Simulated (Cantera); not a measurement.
A perfectly stirred reactor is fed with 6.27 % CH₄, 4.45 % C₂H₆, 18.8 % O₂, 70.3 % N₂, 0.251 % H₂O, at 2.20 bar; it is adiabatic with a 325 K inlet, and is followed from long to short residence time, starting on the burning branch (τ in s: 0.033, 0.013, 0.0053, 0.0021, 0.00085, 0.00034, 0.00014, 5.5e-05, 2.2e-05).

Computed with Cantera and GRI-Mech 3.0 (53 species, 325 reactions).

x: mole fraction; the columns are a selection and need not sum to one.

```tsv
τ (s)	T (K)	x CH₄	x C₂H₆	x O₂	x NO	x HCO
0.033	1962	0.00209	4.00e-6	0.000453	4.01e-5	…
0.013	1959	0.00267	9.49e-6	0.000927	3.69e-5	…
0.0053	1951	0.00315	2.12e-5	0.00177	3.29e-5	…
0.0021	1933	0.00366	4.88e-5	0.00341	2.66e-5	…
0.00085	1893	0.00461	0.000123	0.00690	1.65e-5	…
0.00034	325	0.0627	0.0445	0.188	<1e-12	<1e-12
0.00014	325	0.0627	0.0445	0.188	<1e-12	<1e-12
5.5e-5	325	0.0627	0.0445	0.188	<1e-12	<1e-12
2.2e-5	325	0.0627	0.0445	0.188	<1e-12	<1e-12
```

Problem. Fill in the missing entries.

Solution. 
- 0.033, x HCO: 9.02e-8
- 0.013, x HCO: 1.75e-7
- 0.0053, x HCO: 3.59e-7
- 0.0021, x HCO: 7.91e-7
- 0.00085, x HCO: 1.75e-6
